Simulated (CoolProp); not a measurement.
Vapour-liquid equilibrium of fluoroethane (R161) (1) + R134a (2) at 20.9 bar; x and y are mole fractions of (1).

Model: multi-fluid Helmholtz-energy mixture model, Wu 2012 and Tillner-Roth 1994; pair parameters Bell 2016, in CoolProp.

Question: Give the bubble temperature and the first vapour's composition at x = 0.25, 0.65, 0.85. Is there an azeotrope?

Answer: x = 0.25: 340.6 K, y = 0.272; x = 0.65: 336.3 K, y = 0.688; x = 0.85: 333.7 K, y = 0.875. No azeotrope shows between x = 0.05 and 0.95.

The pair parameters rest on a limited set of measurements; away from them the model extrapolates.
